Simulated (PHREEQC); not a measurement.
Solution (25 °C): 24 mmol/kgw CdSO4, 9.4 mmol/kgw Na2SO4 and 0.08 mmol/kgw MnSO4. Closed to the air; pH follows from the charge balance.

Equilibrium calculation in PHREEQC: ion-association model, wateq4f.dat.

**Question.** The ionic strength comes out as 0.0739 mol/kgw. What activity coefficients do NaSO4-, SO4-2, Cd(SO4)2-2, Na+, Mn+2 get?

**Answer.** NaSO4- 0.81, SO4-2 0.41, Cd(SO4)2-2 0.41, Na+ 0.80, Mn+2 0.44.

Precipitation was switched off in this run. Complexes and solids missing from the database can't appear.
